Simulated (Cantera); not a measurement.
An isothermal, constant-pressure homogeneous reactor starts with C2H6 : N2 = 1 : 13 (molar parts), at 1700 K and 25000 Pa.

Detailed kinetics in Cantera: GRI-Mech 3.0 (53 species, 325 reactions). GRI-Mech 3.0 stops at C3 and has no aromatics, soot or wall deposition, so with more carbon than oxygen in the feed, carbon stays in small species such as C2H2 where larger ones or solid carbon would form.

Problem. Predict: x(C2H6) at 2.00 s; x(C2H4) at 2.00 s; x(CH4) at 2.00 s; x(CH3) at 2.00 s; x(H) at 2.00 s; x(C2H) at 2.00 s; x(C2H2) at 2.00 s.

Solution. 
```json
{
 "x(C2H6) at 2.00 s": "2.00e-8 (gas-phase equilibrium 2.49e-9)",
 "x(C2H4) at 2.00 s": "9.32e-5 (gas-phase equilibrium 3.53e-5)",
 "x(CH4) at 2.00 s": "0.000708 (gas-phase equilibrium 0.000214)",
 "x(CH3) at 2.00 s": "1.20e-5 (gas-phase equilibrium 3.64e-6)",
 "x(H) at 2.00 s": "0.000104 (gas-phase equilibrium 0.000105)",
 "x(C2H) at 2.00 s": "2.91e-7 (gas-phase equilibrium 1.10e-7)",
 "x(C2H2) at 2.00 s": "0.0621 (gas-phase equilibrium 0.0235)"
}
```
